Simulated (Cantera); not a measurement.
Input (Python, Cantera) and output of one run.

```python
import numpy as np
import cantera as ct

gas_names = """
    CL CL2 H HCL H2 N NH NH2 NH3 N2 N2H2 N2H4 Si SiCL SiCL2 SiCL3 SiCL4 SiH SiHCL3 SiH2 SiH2CL2 SiH3
    SiH3CL SiH4 SiN Si2 Si2N Si3
""".split()
cond_names = """
    NH4CL(a) NH4CL(b) Si(cr) Si(L) Si3N4(a)
""".split()


def load(file, names, dense=False):
    # The tables refer to 1 bar. Condensed volumes are neglected.
    table = {s.name: s for s in ct.Species.list_from_file(file)}
    out = []
    for n in names:
        d = dict(table[n].input_data)
        d["thermo"] = dict(d["thermo"], **{"reference-pressure": 1e5})
        if dense:
            d["equation-of-state"] = {"model": "constant-volume", "density": "1e6 g/cm^3"}
        out.append(ct.Species.from_dict(d))
    return out


gas = ct.Solution(thermo="ideal-gas", species=load("nasa_gas.yaml", gas_names))
cond = {s.name: ct.Solution(thermo="fixed-stoichiometry", species=[s], name=s.name)
        for s in load("nasa_condensed.yaml", cond_names, dense=True)}
atoms = {
    'Si2Cl6': {'Si': 2, 'CL': 6},
    'N2': {'N': 2},
    'H2': {'H': 2},
}
top_T = {'Si3N4(a)': 2400}  # K; cautious upper limits of use, not melting points


def equilibrate(T, P, feed):
    n = {}
    for name, mol in feed.items():
        for a, k in atoms[name].items():
            n[a] = n.get(a, 0.0) + k * mol
    gas.TPX = T, P, n
    mass = sum(n.values()) * gas.mean_molecular_weight
    gas.equilibrate("TP")
    valid = [c for c in cond.values() if c.min_temp <= T <= top_T.get(c.name, c.max_temp)]
    mix = ct.Mixture([(gas, mass / gas.mean_molecular_weight)] + [(c, 0.0) for c in valid])
    mix.T, mix.P = T, P
    mix.equilibrate("TP", solver="vcs", rtol=1e-11, max_steps=5000)
    return mix


results = []
feed = {'Si2Cl6': 1, 'N2': 6.1, 'H2': 33}  # mol
P = 5.7  # Pa
for T in [1623, 1673, 1723, 1773, 1823, 1873, 1923, 1973, 2023, 2073, 2123, 2173]:
    mix = equilibrate(T, P, feed)
    results.append((T, P, feed, dict(zip(mix.species_names, mix.species_moles))))
    x = sorted(zip(gas.X, gas.species_names), reverse=True)
    print(f"T = {T:g} K  P = {P:g} Pa  gas = {mix.phase_moles(0):.4g} mol")
    print("   x: " + "  ".join(f"{s} {v:.3e}" for v, s in x if v > 0.001))
    print("   condensed (mol): " + ("  ".join(f"{mix.phase(i).name} {mix.phase_moles(i):.4g}"
          for i in range(1, mix.n_phases) if mix.phase_moles(i) > 1e-12) or "none"))
```

Output:

```
T = 1623 K  P = 5.7 Pa  gas = 42.41 mol
   x: H2 7.343e-01  N2 1.438e-01  HCL 7.969e-02  SiCL2 3.025e-02  H 7.845e-03  Si 2.745e-03
   condensed (mol): Si(cr) 0.5731
T = 1673 K  P = 5.7 Pa  gas = 42.74 mol
   x: H2 7.267e-01  N2 1.427e-01  HCL 7.798e-02  SiCL2 3.015e-02  H 1.286e-02  Si 7.329e-03  CL 1.077e-03
   condensed (mol): Si(cr) 0.3456
T = 1723 K  P = 5.7 Pa  gas = 43.32 mol
   x: H2 7.121e-01  N2 1.408e-01  HCL 7.894e-02  SiCL2 2.810e-02  H 2.038e-02  Si 1.602e-02  CL 1.750e-03  SiCL 1.578e-03
   condensed (mol): none
T = 1773 K  P = 5.7 Pa  gas = 43.86 mol
   x: H2 6.921e-01  N2 1.390e-01  HCL 8.891e-02  H 3.135e-02  Si 2.187e-02  SiCL2 2.148e-02  CL 3.095e-03  SiCL 1.797e-03
   condensed (mol): none
T = 1823 K  P = 5.7 Pa  gas = 44.54 mol
   x: H2 6.687e-01  N2 1.369e-01  HCL 9.742e-02  H 4.693e-02  Si 2.753e-02  SiCL2 1.509e-02  CL 5.216e-03  SiCL 1.874e-03
   condensed (mol): none
T = 1873 K  P = 5.7 Pa  gas = 45.35 mol
   x: H2 6.418e-01  N2 1.345e-01  HCL 1.029e-01  H 6.849e-02  Si 3.231e-02  SiCL2 9.649e-03  CL 8.315e-03  SiCL 1.788e-03
   condensed (mol): none
T = 1923 K  P = 5.7 Pa  gas = 46.35 mol
   x: H2 6.111e-01  N2 1.316e-01  HCL 1.042e-01  H 9.754e-02  Si 3.569e-02  CL 1.251e-02  SiCL2 5.598e-03  SiCL 1.570e-03
   condensed (mol): none
T = 1973 K  P = 5.7 Pa  gas = 47.57 mol
   x: H2 5.753e-01  H 1.356e-01  N2 1.282e-01  HCL 1.011e-01  Si 3.754e-02  CL 1.780e-02  SiCL2 2.978e-03  SiCL 1.281e-03
   condensed (mol): none
T = 2023 K  P = 5.7 Pa  gas = 49.1 mol
   x: H2 5.331e-01  H 1.837e-01  N2 1.242e-01  HCL 9.416e-02  Si 3.807e-02  CL 2.409e-02  SiCL2 1.479e-03
   condensed (mol): none
T = 2073 K  P = 5.7 Pa  gas = 51.02 mol
   x: H2 4.835e-01  H 2.422e-01  N2 1.196e-01  HCL 8.431e-02  Si 3.762e-02  CL 3.118e-02
   condensed (mol): none
T = 2123 K  P = 5.7 Pa  gas = 53.38 mol
   x: H2 4.267e-01  H 3.104e-01  N2 1.143e-01  HCL 7.252e-02  CL 3.872e-02  Si 3.650e-02
   condensed (mol): none
T = 2173 K  P = 5.7 Pa  gas = 56.22 mol
   x: H 3.857e-01  H2 3.642e-01  N2 1.085e-01  HCL 5.983e-02  CL 4.625e-02  Si 3.498e-02
   condensed (mol): none
```

Equilibrium computed with Cantera from the NASA thermochemical tables; the gas is ideal and each condensed phase is pure. The feed counts by its element totals alone. The tables' values for SiCl, SiN, SiCl3 are old estimates; treat these amounts as uncertain. Gases not in the tables: Si2H6 and higher silanes.
